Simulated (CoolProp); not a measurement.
R152A along the isobar 0.574 MPa: fugacity coefficient from the reference equation and from simpler models built on Tc = 386.4 K, pc = 4.517 MPa, ω = 0.275; each cubic takes its own stable root.

Model: reference Helmholtz-energy equation of state, Outcalt 1996, in CoolProp. It is a modified Benedict-Webb-Rubin equation, recast in Helmholtz form.

```tsv
T (K)	phase	reference	van der Waals	Redlich-Kwong	Soave-Redlich-Kwong
231.7	liquid	0.07578	0.6310	0.1586	0.07455
255.7	liquid	0.2256	0.9015	0.4014	0.2274
279.6	liquid	0.5302	0.9196	0.8194	0.5439
303.6	gas	0.8892	0.9335	0.9154	0.9077
327.6	gas	0.9158	0.9443	0.9314	0.9268
351.5	gas	0.9344	0.9528	0.9437	0.9413
375.5	gas	0.9481	0.9597	0.9533	0.9527
399.5	gas	0.9583	0.9653	0.9610	0.9617
423.4	gas	0.9662	0.9699	0.9671	0.9688
447.4	gas	0.9723	0.9738	0.9721	0.9746
```

At some of these states van der Waals gives the other phase, because its saturation line lies elsewhere.
